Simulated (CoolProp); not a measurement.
Normal hydrogen at 245.67 K and 2.37 MPa flows at 0.051 m/s in a round tube of 4.6 mm bore and 15 µm roughness, fully developed (64/Re and Nu = 3.66 if laminar; Colebrook and Gnielinski if turbulent). Each further row changes one setting.

The numbers come from the reference Helmholtz-energy equation of state, Leachman 2009 in CoolProp.

```tsv
case	Reynolds number	Darcy friction factor	pressure drop (Pa/m)	heat-transfer coefficient (W/(m² K))	mass flow (kg/h)
as stated	___	___	0.602	129	0.00703
velocity 0.102 m/s	138	0.463	___	129	0.0141
diameter 9.2 mm	138	0.463	0.151	64.5	0.0281
```

Problem. What belongs in the gaps?

Solution. 
- as stated, Reynolds number: 69.2
- as stated, Darcy friction factor: 0.925
- velocity 0.102 m/s, pressure drop (Pa/m): 1.20

Viscosity comes from a separate model (Muzny 2013). Thermal conductivity comes from a separate model (Assael 2011).
